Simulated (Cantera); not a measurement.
Gas mixture: CO₂ : C₂H₂ = 0.41 : 0.69 (molar parts), at 0.000310 bar, frozen composition.

Cantera's kinetic-theory transport with the Lennard-Jones parameters of GRI-Mech 3.0, ideal gas; thermal conductivity in the mixture-averaged form.

One state of this run: ρ (kg/m³) = 0.000203; cp (J/kg/K) = 1653; μ (µPa s) = 22.5; λ (mW/m/K) = 50.5; Pr = 0.738; D (cm²/s) N₂ = 1830; D (cm²/s) CO₂ = 1450; D (cm²/s) H₂ = 6830. D: mixture-averaged diffusion coefficient of that species in the mixture.

Question: Which value of T (K) does it belong to?
A. 700
B. 600
C. 400
D. 800

Answer: B, 600
